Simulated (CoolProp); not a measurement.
Ammonia at 293.15 K and 0.45 MPa flows at 9.3 m/s in a round tube of 12.7 mm bore and 0.25 µm roughness, fully developed (64/Re and Nu = 3.66 if laminar; Colebrook and Gnielinski if turbulent). Each further row changes one setting.

Computed with CoolProp (reference Helmholtz-energy equation of state, Gao 2020).

| case | Reynolds number | Darcy friction factor | pressure drop (Pa/m) | heat-transfer coefficient (W/(m² K)) | mass flow (kg/h) |
|---|---|---|---|---|---|
| as stated | ? | ? | 249 | ? | ? |
| velocity 18.6 m/s | 79900 | 0.0190 | ? | 364 | ? |
| diameter 25.4 mm | 79900 | ? | 107 | ? | 56.3 |

Problem. Some entries are withheld; supply them.

Solution. 
- as stated, Reynolds number: 40000
- as stated, Darcy friction factor: 0.0220
- as stated, heat-transfer coefficient (W/(m² K)): 209
- as stated, mass flow (kg/h): 14.1
- velocity 18.6 m/s, pressure drop (Pa/m): 857
- velocity 18.6 m/s, mass flow (kg/h): 28.1
- diameter 25.4 mm, Darcy friction factor: 0.0189
- diameter 25.4 mm, heat-transfer coefficient (W/(m² K)): 181

Viscosity comes from a separate model (Fenghour 1995). Thermal conductivity comes from a separate model (Tufeu 1984).
